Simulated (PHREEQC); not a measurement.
Solution (20 °C): 22 mmol/kgw NaH2PO4, 14 mmol/kgw K2HPO4 and 69 mmol/kgw KCl. Closed to the air; pH follows from the charge balance.

Model: ion-association model, phreeqc.dat, run in PHREEQC.

This is a speciation only: nothing precipitates in the calculation.

Task: Order these P species by the share of P that they hold, largest first: H2PO4-, NaHPO4-, HPO4-2, KHPO4-.

Result: H2PO4- (61 %), HPO4-2 (36 %), KHPO4- (2.3 %), NaHPO4- (0.53 %)

The pH is 6.64 and the ionic strength 0.131 mol/kgw.
